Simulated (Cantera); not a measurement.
An isothermal, constant-pressure homogeneous reactor starts with NO : N2 = 1 : 0.38 (molar parts), at 2050 K and 0.0355 atm.

Cantera simulation using GRI-Mech 3.0 (53 species, 325 reactions); the numbers are that mechanism's predictions, not measurements. Radical loss at walls, strong at low pressure, is not modelled.

Problem. Predict: x(NO) at 10.0 s; x(O2) at 10.0 s; x(O) at 10.0 s; x(N2) at 10.0 s; x(N2O) at 10.0 s; x(NO2) at 10.0 s.

Solution. 
* **x(NO) at 10.0 s**: 0.0455 (gas-phase equilibrium 0.0102)
* **x(O2) at 10.0 s**: 0.338 (gas-phase equilibrium 0.355)
* **x(O) at 10.0 s**: 0.00300 (gas-phase equilibrium 0.00307)
* **x(N2) at 10.0 s**: 0.614 (gas-phase equilibrium 0.632)
* **x(N2O) at 10.0 s**: 5.66e-7 (gas-phase equilibrium 9.74e-8)
* **x(NO2) at 10.0 s**: 1.73e-5 (gas-phase equilibrium 4.01e-6)
